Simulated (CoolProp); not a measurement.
Vapour-liquid equilibrium of carbon dioxide (1) + R22 (2) at 239 K; x and y are mole fractions of (1).

Values from CoolProp's multi-fluid Helmholtz-energy mixture model, Span 1996 and Kamei 1995; pair parameters Bell 2016.

**Question.** Give the bubble pressure and the first vapour's composition at x = 0.275, 0.575, 0.8. Is there an azeotrope?

**Answer.** x = 0.275: 0.3914 MPa, y = 0.732; x = 0.575: 0.7265 MPa, y = 0.911; x = 0.8: 0.9919 MPa, y = 0.967. No azeotrope shows between x = 0.05 and 0.95.

The pair parameters rest on a limited set of measurements; away from them the model extrapolates.
